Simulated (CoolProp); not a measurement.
Vapour pressure (kPa) of fluorine: the reference equation beside estimates from Tc = 144.4 K, pc = 5240 kPa, ω = 0.045. Clausius-Clapeyron is anchored at 120.7 K with a constant enthalpy of vaporisation of 4.800 kJ/mol.

Model: reference Helmholtz-energy equation of state, de Reuck 1990, in CoolProp.

| T (K) | reference | Lee-Kesler | Clausius-Clapeyron |
|---|---|---|---|
| 102.3 | 512.7 | 519.1 | 718.7 |
| 106.9 | 719.4 | 727.1 | 916.3 |
| 111.5 | 980.9 | 989.6 | 1145 |
| 116.1 | 1305 | 1314 | 1406 |
| 120.7 | 1699 | 1708 | 1699 |
| 125.3 | 2172 | 2180 | 2025 |
| 129.9 | 2734 | 2740 | 2384 |
| 134.5 | 3395 | 3401 | 2776 |
| 139.1 | 4170 | 4176 | 3199 |

Absolute difference from the reference over all 9 rows, mean and median: Lee-Kesler 0.6 and 0.5 %, Clausius-Clapeyron 17.0 and 16.7 %.
